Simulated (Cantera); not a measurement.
N2O furnace oxynitridation

An isothermal, constant-pressure homogeneous reactor starts with 90.7 % N₂O, 9.31 % H₂O, at 1425 K and 1.01 bar.

Computed with Cantera and GRI-Mech 3.0 (53 species, 325 reactions). GRI-Mech 3.0 was tuned for natural gas; its chemistry of N2O as a main component is partial and can be far from experiment. The temperature is held fixed by assumption; the heat of reaction is taken as removed at once.

| t (s) | x N₂O | x H₂O | x N₂ | x NO | x HO₂ | x H | x H₂ |
|---|---|---|---|---|---|---|---|
| 0.000100 | 0.903 | 0.0928 | 0.00241 | 0.000464 | 2.49e-5 | 1.82e-7 | 1.70e-6 |
| 0.000439 | 0.890 | 0.0924 | 0.0109 | 0.00198 | 2.02e-5 | 2.02e-7 | 3.57e-6 |
| 0.00192 | 0.834 | 0.0906 | 0.0461 | 0.00810 | 1.30e-5 | 1.86e-7 | 2.11e-6 |
| 0.00843 | 0.642 | 0.0845 | 0.167 | 0.0291 | 5.41e-6 | 1.68e-7 | 1.44e-6 |
| 0.0370 | 0.260 | 0.0723 | 0.411 | 0.0669 | 1.53e-6 | 1.33e-7 | 1.12e-6 |
| 0.162 | 0.0208 | 0.0647 | 0.569 | 0.0811 | 3.41e-7 | 1.94e-8 | 3.26e-7 |
| 0.711 | 8.17e-6 | 0.0640 | 0.583 | 0.0809 | 1.08e-7 | 1.95e-9 | 8.12e-8 |
| 3.12 | 1.57e-6 | 0.0640 | 0.583 | 0.0808 | 1.08e-7 | 1.94e-9 | 8.11e-8 |
| 13.7 | 1.55e-6 | 0.0640 | 0.584 | 0.0803 | 1.08e-7 | 1.94e-9 | 8.10e-8 |
| 60.0 | 1.48e-6 | 0.0640 | 0.585 | 0.0782 | 1.08e-7 | 1.94e-9 | 8.09e-8 |
x: mole fraction; the columns are a selection and need not sum to one.

Equilibrium at this temperature and pressure: N₂O 5.10e-8, H₂O 0.0640, N₂ 0.624, NO 0.000906, HO₂ 1.19e-7, H 1.88e-9, H₂ 7.55e-8 (gas phase only).
